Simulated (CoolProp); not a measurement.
Values from CoolProp's reference Helmholtz-energy equation of state, Wu 2012.

Problem. Give the vapour pressure (MPa), enthalpy of vaporisation (kJ/kg), vapour Z, surface tension (mN/m) of saturated fluoroethane (R161) at 293.7, 307.3 K.

Solution. 
```json
[
 {"T (K)": "293.7", "p (MPa)": "0.817", "enthalpy of vaporisation (kJ/kg)": "348", "vapour Z": "0.849", "surface tension (mN/m)": "9.88"},
 {"T (K)": "307.3", "p (MPa)": "1.18", "enthalpy of vaporisation (kJ/kg)": "323", "vapour Z": "0.804", "surface tension (mN/m)": "8.07"}
]
```

Surface tension comes from a separate correlation (Mulero 2012).
